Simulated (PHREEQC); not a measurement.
Make-up at 25 °C: 0.15 mol/kgw NaHCO3 and 0.2 mol/kgw Na2SO4. Closed to the air; pH follows from the charge balance.

All values are PHREEQC results (ion-association model, phreeqc.dat), not measurements.

Task: The ionic strength comes out as 0.607 mol/kgw. What activity coefficients do HCO3-, CO3-2, SO4-2, NaSO4-, NaCO3- get?

Result: HCO3- 0.68, CO3-2 0.22, SO4-2 0.19, NaSO4- 0.68, NaCO3- 0.74.

No solid was allowed to form. Species that the database lacks are ignored.
